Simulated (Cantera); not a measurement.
A closed system holds: 1 mol CHF3, 0.82 mol H2, held at 188 Torr.

Cantera equilibrium calculation (NASA polynomials, part measured and part estimated; ideal gas, pure solids and liquids). Candidate condensed phases: C, C6H6, C7H8, C8H18; 95 gas species. Gases not in the tables: C2F6 and larger saturated fluorocarbons. Kinetics and transport are ignored.

x: gas mole fraction; n: condensed amount in mol.

| T (K) | x HF | x CF4 | x CF2 | x F | n C(graphite) |
|---|---|---|---|---|---|
| 1775 | 0.967 | 0.0326 | 0.000490 | 0.000121 | 0.909 |
| 1825 | 0.966 | 0.0324 | 0.000817 | 0.000218 | 0.909 |
| 1875 | 0.966 | 0.0321 | ? | ? | 0.908 |
| 1925 | 0.966 | 0.0316 | ? | ? | 0.907 |
| 1975 | 0.965 | 0.0308 | 0.00317 | 0.00105 | 0.906 |
| 2025 | 0.963 | 0.0298 | 0.00472 | 0.00168 | 0.904 |
| 2075 | 0.962 | 0.0284 | 0.00683 | 0.00261 | 0.902 |
| 2125 | 0.959 | 0.0265 | 0.00959 | 0.00396 | 0.899 |

Question: Fill in the missing entries.

Answer: 
- 1925, x CF2: 0.00208
- 1925, x F: 0.000641
- 1875, x CF2: 0.00132
- 1875, x F: 0.000379
